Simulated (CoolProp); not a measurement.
A simple Rankine cycle with n-pentane: condensing at 292.15 K, boiler at 0.829 MPa, turbine inlet 538.7 K, turbine efficiency 0.65, pump efficiency 0.7, no recuperator. Each further row changes one setting.

The numbers come from the reference Helmholtz-energy equation of state, Thol 2019 in CoolProp.

```json
[
 {"case": "as stated", "thermal efficiency (%)": "…", "net work (kJ/kg)": "…", "heat in (kJ/kg)": "896", "turbine exit temperature (K)": "495.6", "volume ratio over the turbine": "14.7"},
 {"case": "turbine inlet 558.7 K", "thermal efficiency (%)": "10.9", "net work (kJ/kg)": "103", "heat in (kJ/kg)": "951", "turbine exit temperature (K)": "515.5", "volume ratio over the turbine": "14.7"},
 {"case": "condensing temperature 284.15 K", "thermal efficiency (%)": "12.1", "net work (kJ/kg)": "110", "heat in (kJ/kg)": "914", "turbine exit temperature (K)": "…", "volume ratio over the turbine": "20.2"},
 {"case": "boiler pressure 0.58 MPa", "thermal efficiency (%)": "9.7", "net work (kJ/kg)": "87.8", "heat in (kJ/kg)": "900", "turbine exit temperature (K)": "501.8", "volume ratio over the turbine": "…"},
 {"case": "turbine efficiency 0.55", "thermal efficiency (%)": "9.3", "net work (kJ/kg)": "83.6", "heat in (kJ/kg)": "896", "turbine exit temperature (K)": "501.7", "volume ratio over the turbine": "14.9"}
]
```

Problem. What belongs in the gaps?

Solution. 
- as stated, thermal efficiency (%): 11.1
- as stated, net work (kJ/kg): 99.1
- condensing temperature 284.15 K, turbine exit temperature (K): 491.0
- boiler pressure 0.58 MPa, volume ratio over the turbine: 10.3
